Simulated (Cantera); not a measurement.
An isothermal, constant-pressure homogeneous reactor starts with CH4 : H2O : H2 = 1 : 2.8 : 1.2 (molar parts), at 1575 K and 21000 Pa.

Model: GRI-Mech 3.0 (53 species, 325 reactions), integrated in Cantera.

One state of this run: x CH4 = 0.168; x H2O = 0.546; x H2 = 0.272; x O2 = 1.35e-10; x O = 1.72e-10; x CH3 = 0.000389; x H2O2 = <1e-12. x: mole fraction; the columns are a selection and need not sum to one.

Which value of t (s) does it belong to?
A) 0.160
B) 0.0548
C) 0.00641
D) 4.00

B, 0.0548
